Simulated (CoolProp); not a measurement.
A simple Rankine cycle with R152A: condensing at 311.15 K, boiler at 2.37 MPa, turbine inlet 393.8 K, turbine efficiency 0.65, pump efficiency 0.6, no recuperator. Each further row changes one setting.

The numbers come from the reference Helmholtz-energy equation of state, Outcalt 1996 in CoolProp. It is a modified Benedict-Webb-Rubin equation, recast in Helmholtz form.

```
case                             thermal efficiency (%)  net work (kJ/kg)  heat in (kJ/kg)  turbine exit temperature (K)  volume ratio over the turbine
-------------------------------  ----------------------  ----------------  ---------------  ----------------------------  -----------------------------
as stated                                           6.6        (withheld)              343                         354.7                           2.80
turbine inlet 413.8 K                               6.8        (withheld)       (withheld)                         376.5                           2.76
condensing temperature 303.15 K                     7.8              28.0              357                         347.5                           3.48
boiler pressure 1.66 MPa                            4.6              16.4              357                         370.5                           1.92
turbine efficiency 0.55                             5.5              18.8              343                         357.8                           2.83
```

Task: Some entries are withheld; supply them.

Result: 
- as stated, net work (kJ/kg): 22.8
- turbine inlet 413.8 K, net work (kJ/kg): 25.2
- turbine inlet 413.8 K, heat in (kJ/kg): 373
